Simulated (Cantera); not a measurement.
Feed: 1 mol C6H6, 18 mol H2, held at 1.00 Torr.

These are equilibrium values from Cantera (NASA tables, ideal gas, pure condensed phases), not measurements of a reactor. Candidate condensed phases: C, C6H6, C7H8, C8H18; 76 gas species. Rates play no part.

### Question
What share of the C ends up in condensed phases as a function of T (°C), at 927, 1077, 1227, 1377, 1527, 1677, 1827, 1977, 2127?

### Answer
| T (°C) | C condensed (%) | as |
|---|---|---|
| 927 | 100.0 | C(graphite) |
| 1077 | 100.0 | C(graphite) |
| 1227 | 100.0 | C(graphite) |
| 1377 | 100.0 | C(graphite) |
| 1527 | 99.9 | C(graphite) |
| 1677 | 99.6 | C(graphite) |
| 1827 | 99.0 | C(graphite) |
| 1977 | 97.9 | C(graphite) |
| 2127 | 95.9 | C(graphite) |
